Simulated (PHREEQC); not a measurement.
## Ultrapure water in contact with air or piping: speciation

Synthetic water in mmol/kgw, 55 °C, pH 6.08, pe 8.4:

```tsv
constituent	mmol/kgw
Na	0.00576
K	0.00133
Ca	0.0086
Mg	0.00488
Cl	0.0166
S(6)	0.00336
Alkalinity (meq/kgw)	0.00968
Sr	0.000193
Zn	2.82e-05
Cu(2)	1.33e-05
Si	3.29e-05
```

Valence states are taken as typed.

Equilibrium calculation in PHREEQC: ion-association model, phreeqc.dat.

```
Quantity                        Value
--------------------  ---------------
ionic strength        5.16e-5 mol/kgw
charge-balance error            2.2 %
```

```csv
species,molality,activity,log γ
CO2,1.66e-5,1.66e-5,0.000
Cl-,1.66e-5,1.65e-5,-0.004
HCO3-,1.04e-5,1.03e-5,-0.004
Ca+2,8.59e-6,8.29e-6,-0.015
Na+,5.76e-6,5.71e-6,-0.004
Mg+2,4.87e-6,4.70e-6,-0.015
SO4-2,3.35e-6,3.23e-6,-0.015
```

No solid was allowed to form. At this temperature some constants are extrapolated from 25 °C, and those without enthalpy data are left unchanged.
